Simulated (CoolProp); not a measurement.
Properties of R1234yf along the isobar 101 kPa.

Model: reference Helmholtz-energy equation of state, Lemmon 2022, in CoolProp.

```csv
T (°C),phase,speed of sound (m/s),expansivity (1/kK),conductivity (mW/(m K)),Prandtl number,fugacity coefficient
-89.75,liquid,969.6,1.764,104,8.59,0.02449
-85.55,liquid,949.3,1.781,103,7.99,0.03479
-81.35,liquid,929.1,1.800,101,7.47,0.04850
-77.15,liquid,908.9,1.821,99.3,7.02,0.06648
-72.95,liquid,888.9,1.844,97.7,6.63,0.08966
-68.75,liquid,868.9,1.868,96.1,6.29,0.1191
-64.65,liquid,849.6,1.895,94.6,5.99,0.1551
-60.45,liquid,829.8,1.924,93.0,5.71,0.2007
-56.25,liquid,810.2,1.955,91.4,5.47,0.2564
-52.05,liquid,790.7,1.989,89.8,5.24,0.3239
-47.85,liquid,771.2,2.025,88.3,5.04,0.4048
-43.65,liquid,751.9,2.065,86.7,4.86,0.5007
-39.55,liquid,733.1,2.107,85.2,4.69,0.6105
-35.35,liquid,713.9,2.153,83.7,4.54,0.7413
-31.15,liquid,694.8,2.202,82.2,4.40,0.8924
-26.95,gas,135.8,4.754,9.48,0.880,0.9581
```

Viscosity comes from a separate model (Bell 2016), an estimate that may be off by 10 % or more. Thermal conductivity comes from a separate model (Perkins 2011).
